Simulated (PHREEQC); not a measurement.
0.013 g of hydrous ferric oxide (600 m²/g; 0.2 weak and 0.005 strong sites per Fe, Dzombak-Morel constants, diffuse double layer) in 1 kg of water with 0.001 mol/kgw of an inert sodium salt and 6.1e-08 mol/kgw CuSO4 and 6.3e-05 mol/kgw CuCl2, at 25 °C; the pH is set by adding NaOH or the inert anion's acid. Oxygen alone is held at its pressure in air (log pO2 = -0.68). CO2 from the air is kept out. Nothing may precipitate in this run.

Equilibrium calculation in PHREEQC: ion-association model, wateq4f.dat.

| pH | S sorbed (%) | Cu sorbed (%) | surface charge σ (C/m²) | surface potential ψ (mV) |
|---|---|---|---|---|
| 4 | 99.9 | 0.1 | 0.123 | 209 |
| 4.38 | 99.8 | 0.4 | 0.091 | 195 |
| 4.75 | 99.4 | 1.0 | 0.068 | 180 |
| 5.12 | 98.1 | 2.4 | 0.051 | 166 |
| 5.5 | 95.3 | 5.9 | 0.041 | 155 |
| 5.88 | 91.9 | 11.4 | 0.038 | 151 |
| 6.25 | 87.0 | 16.7 | 0.037 | 149 |
| 6.62 | 76.2 | 20.3 | 0.034 | 146 |
| 7 | 51.3 | 21.7 | 0.028 | 137 |
| 7.38 | 19.6 | 21.8 | 0.020 | 120 |
| 7.75 | 4.7 | 21.5 | 0.014 | 100 |
| 8.12 | 0.9 | 21.2 | 0.009 | 79 |
| 8.5 | 0.2 | 21.0 | 0.005 | 57 |
| 8.88 | 0.0 | 20.9 | 0.003 | 34 |
| 9.25 | 0.0 | 20.8 | 0.001 | 13 |
| 9.62 | 0.0 | 20.6 | -0.001 | -9 |
| 10 | 0.0 | 20.5 | -0.003 | -31 |

Along this series the solution becomes supersaturated in solids that the run did not let form, among them Cu(OH)2. The database's constant for dissolved Cu(OH)2 is higher than later reviews accept.
